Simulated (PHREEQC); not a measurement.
KOH is added in steps, without added water, to 1 kg of water holding 0.0018 mol H3PO4 and 0.01 mol Na2SO4, at 5 °C. Oxygen is held at 0.21 atm. No CO2 enters from the air. No solid was allowed to form.

Base run: PHREEQC, ion-association model, phreeqc.dat. Each further column changes one thing. The table gives PO4-3 (mol/kgw).

```json
[
 {"KOH added (mol)": "0", "base": "0", "database wateq4f.dat": "0", "Davies equation for every ion": "0", "metal-ligand complexes left out": "0", "Debye-Hückel limiting law": "0"},
 {"KOH added (mol)": "0.00095", "base": "0", "database wateq4f.dat": "0", "Davies equation for every ion": "0", "metal-ligand complexes left out": "0", "Debye-Hückel limiting law": "0"},
 {"KOH added (mol)": "0.001583", "base": "0", "database wateq4f.dat": "0", "Davies equation for every ion": "0", "metal-ligand complexes left out": "0", "Debye-Hückel limiting law": "0"},
 {"KOH added (mol)": "0.002533", "base": "3.77e-9", "database wateq4f.dat": "3.52e-9", "Davies equation for every ion": "3.56e-9", "metal-ligand complexes left out": "3.96e-9", "Debye-Hückel limiting law": "3.91e-9"},
 {"KOH added (mol)": "0.003483", "base": "1.82e-7", "database wateq4f.dat": "1.70e-7", "Davies equation for every ion": "1.72e-7", "metal-ligand complexes left out": "1.92e-7", "Debye-Hückel limiting law": "1.89e-7"},
 {"KOH added (mol)": "0.004117", "base": "0.000175", "database wateq4f.dat": "0.000168", "Davies equation for every ion": "0.000170", "metal-ligand complexes left out": "0.000178", "Debye-Hückel limiting law": "0.000191"},
 {"KOH added (mol)": "0.005067", "base": "0.000442", "database wateq4f.dat": "0.000425", "Davies equation for every ion": "0.000431", "metal-ligand complexes left out": "0.000451", "Debye-Hückel limiting law": "0.000481"},
 {"KOH added (mol)": "0.006017", "base": "0.000652", "database wateq4f.dat": "0.000628", "Davies equation for every ion": "0.000636", "metal-ligand complexes left out": "0.000663", "Debye-Hückel limiting law": "0.000705"},
 {"KOH added (mol)": "0.00665", "base": "0.000765", "database wateq4f.dat": "0.000738", "Davies equation for every ion": "0.000747", "metal-ligand complexes left out": "0.000778", "Debye-Hückel limiting law": "0.000825"},
 {"KOH added (mol)": "0.0076", "base": "0.000904", "database wateq4f.dat": "0.000875", "Davies equation for every ion": "0.000885", "metal-ligand complexes left out": "0.000918", "Debye-Hückel limiting law": "0.000970"}
]
```

Away from 25 °C the constants follow the database's enthalpies or fits; those with neither stay at their 25 °C values. H3PO4, which wateq4f.dat lacks, is added to it with the constant of phreeqc.dat. phreeqc.dat and wateq4f.dat share most of their constants, so their agreement is no independent check. Solids allowed in the column 'database wateq4f.dat': Mirabilite.
